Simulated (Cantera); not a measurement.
What does this Cantera script print?

```python
import numpy as np
import cantera as ct

gas_names = """
    O NO2 N N2O
""".split()
cond_names = """
    VN(s) V2O4(I) V2O4(II) V2O4(L) V2O5(s) V2O5(L) V(cr) V(L)
""".split()


# ... load() reads the species with a 1 bar reference pressure and builds the phases ...
species = {s.name: s for s in load("nasa_gas.yaml", gas_names) + load("nasa_condensed.yaml", cond_names)}
# Each term lists the table entries of one substance; the one whose range holds T is used.
reactions = {
    '2 VN + 8 O(g) = V2O4 + 2 NO2(g)':
        [(-2, ['VN(s)']), (-8, ['O']), (1, ['V2O4(I)', 'V2O4(II)', 'V2O4(L)']), (2, ['NO2'])],
    '10 N(g) + V2O5 = 2 V + 5 N2O(g)':
        [(-10, ['N']), (-1, ['V2O5(s)', 'V2O5(L)']), (2, ['V(cr)', 'V(L)']), (5, ['N2O'])],
}


def pick(names, T):
    return next(species[n] for n in names if species[n].thermo.min_temp <= T <= species[n].thermo.max_temp)


results = []
for label, terms in reactions.items():
    print(label)
    print("     T/K   dH/kJ  dS/(J/K)   dG/kJ   log10 K")
    for T in [873, 973, 1073, 1173, 1273, 1373, 1473, 1573, 1673, 1773]:
        used = [(nu, pick(names, T)) for nu, names in terms]
        dH = sum(nu * s.thermo.h(T) for nu, s in used) / 1e6
        dS = sum(nu * s.thermo.s(T) for nu, s in used) / 1e3
        dG = dH - T * dS / 1e3
        logK = -dG * 1e6 / (ct.gas_constant * T * np.log(10))
        results.append((label, T, dH, dS, dG, logK, [s.name for _, s in used]))
        print(f"{T:8g} {dH:8.1f} {dS:8.1f} {dG:8.1f} {logK:8.2f}")
```

It prints:

```
2 VN + 8 O(g) = V2O4 + 2 NO2(g)
     T/K   dH/kJ  dS/(J/K)   dG/kJ   log10 K
     873  -2925.2   -787.7  -2237.5   133.88
     973  -2926.2   -788.8  -2158.7   115.89
    1073  -2927.0   -789.6  -2079.8   101.24
    1173  -2927.6   -790.1  -2000.8    89.10
    1273  -2928.0   -790.5  -1921.8    78.85
    1373  -2928.3   -790.7  -1842.7    70.10
    1473  -2928.5   -790.8  -1763.6    62.54
    1573  -2928.6   -790.9  -1684.5    55.94
    1673  -2928.6   -790.9  -1605.5    50.12
    1773  -2928.5   -790.8  -1526.4    44.97
10 N(g) + V2O5 = 2 V + 5 N2O(g)
     T/K   dH/kJ  dS/(J/K)   dG/kJ   log10 K
     873  -2814.0   -594.9  -2294.7   137.30
     973  -2884.7   -669.9  -2232.9   119.87
    1073  -2890.8   -675.9  -2165.6   105.42
    1173  -2896.3   -680.8  -2097.7    93.41
    1273  -2901.2   -684.8  -2029.4    83.27
    1373  -2905.5   -688.1  -1960.8    74.60
    1473  -2909.3   -690.8  -1891.8    67.09
    1573  -2912.6   -692.9  -1822.7    60.52
    1673  -2915.5   -694.7  -1753.3    54.74
    1773  -2917.8   -696.0  -1683.7    49.60
```

Cantera with NASA thermochemical tables; ideal gases at 1 bar, condensed phases pure. VN: taken at fixed stoichiometry. Condensed species are held in their standard states even where they would react or evaporate.
